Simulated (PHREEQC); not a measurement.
A solution holds 0.27 mol AgNO3 and 0.00042 mol KNO3 per kg of water, at 38 °C. Closed to the air; pH follows from the charge balance.

Model: ion-association model, wateq4f.dat, run in PHREEQC.

| Property | Result |
|---|---|
| pH | 6.39 |
| ionic strength | 0.255 mol/kgw |
| activity of water | 0.991 |

```csv
species,molality,activity,log γ
NO3-,0.255,0.170,-0.176
Ag+,0.255,0.186,-0.135
AgNO3,0.0154,0.0163,0.026
K+,0.000420,0.000289,-0.163
H+,5.18e-7,4.07e-7,-0.105
AgOH,4.29e-7,4.55e-7,0.026
OH-,8.98e-8,6.12e-8,-0.166
```

No solid was allowed to form. Species that the database lacks are ignored. Constants without temperature data keep their 25 °C values here.
